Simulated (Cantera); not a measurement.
An adiabatic, constant-volume homogeneous reactor starts with CH4 : H2 : O2 : N2 = 1 : 0.53 : 1.19 : 4.48 (molar parts), equivalence ratio 1.9, at 1773 K and 0.770 bar. Integrator tolerance rtol = 1e-08.

Computed with Cantera and GRI-Mech 3.0 (53 species, 325 reactions). Above 3000 K some thermodynamic fits are extrapolated.

Task: What does this change do: constant pressure in place of constant volume?

Result: 
```json
[
 {"quantity": "time of steepest temperature rise", "before": "82.4 µs", "after": "90.5 µs"},
 {"quantity": "temperature at 10.0 s", "before": "2907 K", "after": "2730 K"},
 {"quantity": "equilibrium temperature", "before": "2907 K", "after": "2730 K"},
 {"quantity": "x(CH4) at 10.0 s", "before": "3.83e-12 (gas-phase equilibrium 4.39e-12)", "after": "1.93e-12 (gas-phase equilibrium 2.20e-12)"},
 {"quantity": "x(H2) at 10.0 s", "before": "0.145 (gas-phase equilibrium 0.145)", "after": "0.148 (gas-phase equilibrium 0.148)"},
 {"quantity": "x(O2) at 10.0 s", "before": "0.000661 (gas-phase equilibrium 0.000661)", "after": "0.000336 (gas-phase equilibrium 0.000336)"},
 {"quantity": "x(H2O) at 10.0 s", "before": "0.137 (gas-phase equilibrium 0.137)", "after": "0.144 (gas-phase equilibrium 0.144)"},
 {"quantity": "x(CH2) at 10.0 s", "before": "8.17e-12 (gas-phase equilibrium 8.53e-12)", "after": "2.19e-12 (gas-phase equilibrium 2.30e-12)"},
 {"quantity": "x(CO) at 10.0 s", "before": "0.107 (gas-phase equilibrium 0.107)", "after": "0.107 (gas-phase equilibrium 0.107)"}
]
```
